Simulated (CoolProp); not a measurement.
Saturation properties of isopentane.

Computed with CoolProp (reference Helmholtz-energy equation of state, Lemmon 2006). It is a short technical equation, of lower accuracy than the large ones.

```json
[
 {"T (K)": "226.7", "p (kPa)": "2.832", "vapour density (kg/m³)": "0.1088", "enthalpy of vaporisation (kJ/kg)": "394.8", "liquid cp (kJ/(kg K))": "1.947", "liquid conductivity (mW/(m K))": "126"},
 {"T (K)": "231.6", "p (kPa)": "3.899", "vapour density (kg/m³)": "0.1467", "enthalpy of vaporisation (kJ/kg)": "391.6", "liquid cp (kJ/(kg K))": "1.967", "liquid conductivity (mW/(m K))": "124"},
 {"T (K)": "236.6", "p (kPa)": "5.317", "vapour density (kg/m³)": "0.1960", "enthalpy of vaporisation (kJ/kg)": "388.3", "liquid cp (kJ/(kg K))": "1.987", "liquid conductivity (mW/(m K))": "122"},
 {"T (K)": "241.5", "p (kPa)": "7.103", "vapour density (kg/m³)": "0.2569", "enthalpy of vaporisation (kJ/kg)": "385.1", "liquid cp (kJ/(kg K))": "2.007", "liquid conductivity (mW/(m K))": "120"},
 {"T (K)": "246.5", "p (kPa)": "9.413", "vapour density (kg/m³)": "0.3341", "enthalpy of vaporisation (kJ/kg)": "381.7", "liquid cp (kJ/(kg K))": "2.028", "liquid conductivity (mW/(m K))": "119"},
 {"T (K)": "251.4", "p (kPa)": "12.25", "vapour density (kg/m³)": "0.4269", "enthalpy of vaporisation (kJ/kg)": "378.5", "liquid cp (kJ/(kg K))": "2.050", "liquid conductivity (mW/(m K))": "117"},
 {"T (K)": "256.3", "p (kPa)": "15.75", "vapour density (kg/m³)": "0.5396", "enthalpy of vaporisation (kJ/kg)": "375.2", "liquid cp (kJ/(kg K))": "2.071", "liquid conductivity (mW/(m K))": "115"},
 {"T (K)": "261.3", "p (kPa)": "20.13", "vapour density (kg/m³)": "0.6781", "enthalpy of vaporisation (kJ/kg)": "371.8", "liquid cp (kJ/(kg K))": "2.094", "liquid conductivity (mW/(m K))": "113"},
 {"T (K)": "266.2", "p (kPa)": "25.34", "vapour density (kg/m³)": "0.8399", "enthalpy of vaporisation (kJ/kg)": "368.5", "liquid cp (kJ/(kg K))": "2.116", "liquid conductivity (mW/(m K))": "112"},
 {"T (K)": "271.2", "p (kPa)": "31.73", "vapour density (kg/m³)": "1.035", "enthalpy of vaporisation (kJ/kg)": "365.0", "liquid cp (kJ/(kg K))": "2.140", "liquid conductivity (mW/(m K))": "110"},
 {"T (K)": "276.1", "p (kPa)": "39.18", "vapour density (kg/m³)": "1.260", "enthalpy of vaporisation (kJ/kg)": "361.6", "liquid cp (kJ/(kg K))": "2.163", "liquid conductivity (mW/(m K))": "109"},
 {"T (K)": "281.1", "p (kPa)": "48.18", "vapour density (kg/m³)": "1.527", "enthalpy of vaporisation (kJ/kg)": "358.0", "liquid cp (kJ/(kg K))": "2.188", "liquid conductivity (mW/(m K))": "107"},
 {"T (K)": "286", "p (kPa)": "58.51", "vapour density (kg/m³)": "1.830", "enthalpy of vaporisation (kJ/kg)": "354.5", "liquid cp (kJ/(kg K))": "2.212", "liquid conductivity (mW/(m K))": "105"}
]
```

It boils at 301.0 K under 1 atm.

Thermal conductivity comes from a separate model (Vassiliou 2015).
